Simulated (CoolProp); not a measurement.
Octamethyltrisiloxane (MDM) along the isobar 546 kPa: Z from the reference equation and from simpler models built on Tc = 565.4 K, pc = 1438 kPa, ω = 0.528; each cubic takes its own stable root.

Computed with CoolProp (reference Helmholtz-energy equation of state, Thol 2017).

```
T (K)   phase  reference
-----  ------  ---------
503.1  liquid    0.05522
511       gas     0.7631
518.9     gas     0.7820
526.8     gas     0.7986
534.7     gas     0.8132
542.6     gas     0.8263
550.5     gas     0.8380
558.5     gas     0.8488
566.4     gas     0.8584
574.3     gas     0.8673
```

Q: How far does each simpler model (van der Waals, Redlich-Kwong, Soave-Redlich-Kwong) lie from the reference over these 10 states: mean and median of the absolute difference, and the worst?

A: 
- van der Waals: mean 143.1 %, median 4.4 %, worst +1391.5 % at 503.1 K and 546 kPa
- Redlich-Kwong: mean 133.6 %, median 1.5 %, worst +1321.6 % at 503.1 K and 546 kPa
- Soave-Redlich-Kwong: mean 1.8 %, median 0.3 %, worst +14.3 % at 503.1 K and 546 kPa

At some of these states van der Waals, Redlich-Kwong gives the other phase, because its saturation line lies elsewhere.
